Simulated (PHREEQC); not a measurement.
**Hard or scaling water**

Make-up at 25 °C: 0.00014 mol CaSO4, 0.00025 mol NaF and 1.5 mol NaCl per kg of water. It is in equilibrium with CO2 at log p = -3.4 (atm). Otherwise closed; pH follows from the charge balance.

Model: ion-association model, phreeqc.dat, run in PHREEQC.

Each row changes one thing in this solution. This is a speciation only: nothing precipitates in the calculation.

```json
[
 {"case": "as made", "pH": "5.55", "NaSO4- (mol/kgw)": "7.56e-5", "SO4-2 (mol/kgw)": "6.44e-5", "CO2 (mol/kgw)": "9.59e-6", "HCO3- (mol/kgw)": "3.21e-6", "NaHCO3 (mol/kgw)": "9.38e-7", "SI of Halite (NaCl)": "-1.56"},
 {"case": "NaCl from 1.5 to 0.3 mol/kgw", "pH": "5.61", "NaSO4- (mol/kgw)": "3.86e-5", "SO4-2 (mol/kgw)": "0.000101", "CO2 (mol/kgw)": "1.26e-5", "HCO3- (mol/kgw)": "3.38e-6", "NaHCO3 (mol/kgw)": "2.81e-7", "SI of Halite (NaCl)": "___"},
 {"case": "NaF left out", "pH": "5.54", "NaSO4- (mol/kgw)": "7.56e-5", "SO4-2 (mol/kgw)": "6.44e-5", "CO2 (mol/kgw)": "9.59e-6", "HCO3- (mol/kgw)": "3.08e-6", "NaHCO3 (mol/kgw)": "9.00e-7", "SI of Halite (NaCl)": "-1.56"},
 {"case": "CaSO4 replaced by MgSO4 at the same molality", "pH": "5.55", "NaSO4- (mol/kgw)": "7.56e-5", "SO4-2 (mol/kgw)": "6.44e-5", "CO2 (mol/kgw)": "9.59e-6", "HCO3- (mol/kgw)": "3.21e-6", "NaHCO3 (mol/kgw)": "9.38e-7", "SI of Halite (NaCl)": "-1.56"},
 {"case": "CaSO4 from 0.00014 to 2.8e-05 mol/kgw", "pH": "5.55", "NaSO4- (mol/kgw)": "1.51e-5", "SO4-2 (mol/kgw)": "1.29e-5", "CO2 (mol/kgw)": "9.59e-6", "HCO3- (mol/kgw)": "3.21e-6", "NaHCO3 (mol/kgw)": "9.38e-7", "SI of Halite (NaCl)": "-1.56"},
 {"case": "NaCl from 1.5 to 0.75 mol/kgw", "pH": "5.58", "NaSO4- (mol/kgw)": "5.78e-5", "SO4-2 (mol/kgw)": "8.22e-5", "CO2 (mol/kgw)": "1.14e-5", "HCO3- (mol/kgw)": "3.34e-6", "NaHCO3 (mol/kgw)": "5.72e-7", "SI of Halite (NaCl)": "___"},
 {"case": "NaF from 0.00025 to 0.000375 mol/kgw", "pH": "5.80", "NaSO4- (mol/kgw)": "7.56e-5", "SO4-2 (mol/kgw)": "6.44e-5", "CO2 (mol/kgw)": "9.59e-6", "HCO3- (mol/kgw)": "5.73e-6", "NaHCO3 (mol/kgw)": "1.67e-6", "SI of Halite (NaCl)": "-1.56"},
 {"case": "CaSO4 from 0.00014 to 0.00028 mol/kgw", "pH": "5.55", "NaSO4- (mol/kgw)": "0.000151", "SO4-2 (mol/kgw)": "0.000129", "CO2 (mol/kgw)": "9.59e-6", "HCO3- (mol/kgw)": "3.21e-6", "NaHCO3 (mol/kgw)": "9.38e-7", "SI of Halite (NaCl)": "-1.56"}
]
```

What belongs in the gaps?


- NaCl from 1.5 to 0.3 mol/kgw, SI of Halite (NaCl): -2.92
- NaCl from 1.5 to 0.75 mol/kgw, SI of Halite (NaCl): -2.17

The ionic strength passes 0.7 mol/kgw, the rough limit of the ion-association models, in as made; NaF left out; CaSO4 replaced by MgSO4 at the same molality; CaSO4 from 0.00014 to 2.8e-05 mol/kgw; NaCl from 1.5 to 0.75 mol/kgw; NaF from 0.00025 to 0.000375 mol/kgw; CaSO4 from 0.00014 to 0.00028 mol/kgw.
